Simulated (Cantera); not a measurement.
# Premixed flame

A freely propagating, adiabatic, planar premixed flame of 4.79 % C₃H₈, 20.0 % O₂, 75.2 % N₂, unburnt at 550 K and 1.01 bar; mixture-averaged transport, grid criteria slope 0.08 and curve 0.16, no radiation.

Computed with Cantera and GRI-Mech 3.0 (53 species, 325 reactions). GRI-Mech 3.0 was tuned for natural gas; its chemistry of propane as a main component is partial and can be far from experiment. Burning velocities carry a grid error of a few per cent, more on coarse grids.

| z (mm) | T (K) | u (m/s) | x C₃H₈ | x O₂ | x H | x OH | x NO | x C₂H₄ |
|---|---|---|---|---|---|---|---|---|
| -0.794 | 550 | 1.33 | 0.0479 | 0.200 | <1e-8 | <1e-8 | <1e-8 | 4.15e-7 |
| -0.529 | 552 | 1.33 | 0.0477 | 0.199 | <1e-8 | <1e-8 | <1e-8 | 9.03e-6 |
| -0.397 | 557 | 1.35 | 0.0475 | 0.198 | <1e-8 | <1e-8 | 3.19e-8 | 5.49e-5 |
| -0.265 | 602 | 1.48 | 0.0468 | 0.192 | 3.92e-7 | 5.76e-7 | 2.52e-7 | 0.000547 |
| -0.132 | 962 | 2.44 | 0.0348 | 0.155 | 8.63e-5 | 2.95e-5 | 2.86e-6 | 0.00704 |
| -0.0662 | 1378 | 3.63 | 0.0123 | 0.110 | 0.000911 | 0.000375 | 7.15e-6 | 0.0131 |
| 0 | 1775 | 4.80 | 0.000456 | 0.0603 | 0.00458 | 0.00219 | 1.53e-5 | 0.00561 |
| 0.0662 | 1972 | 5.35 | 8.05e-7 | 0.0302 | 0.00926 | 0.00537 | 2.79e-5 | 0.000457 |
| 0.132 | 2031 | 5.50 | <1e-8 | 0.0171 | 0.0122 | 0.00760 | 3.91e-5 | 1.46e-5 |
| 0.265 | 2070 | 5.57 | <1e-8 | 0.00988 | 0.0139 | 0.00868 | 4.97e-5 | 1.13e-8 |
| 0.529 | 2111 | 5.66 | <1e-8 | 0.00740 | 0.0130 | 0.00853 | 5.70e-5 | <1e-8 |
| 1.06 | 2164 | 5.78 | <1e-8 | 0.00585 | 0.0106 | 0.00794 | 6.60e-5 | <1e-8 |
| 2.12 | 2225 | 5.92 | <1e-8 | 0.00416 | 0.00773 | 0.00690 | 8.03e-5 | <1e-8 |
x: mole fraction of selected species; z is measured from the peak of heat release.

- laminar burning velocity: 132 cm/s
- thermal thickness: 0.265 mm
- peak x(H): 0.0139
- peak x(OH): 0.00871
- peak x(C₂H₄): 0.0131
- grid points: 148
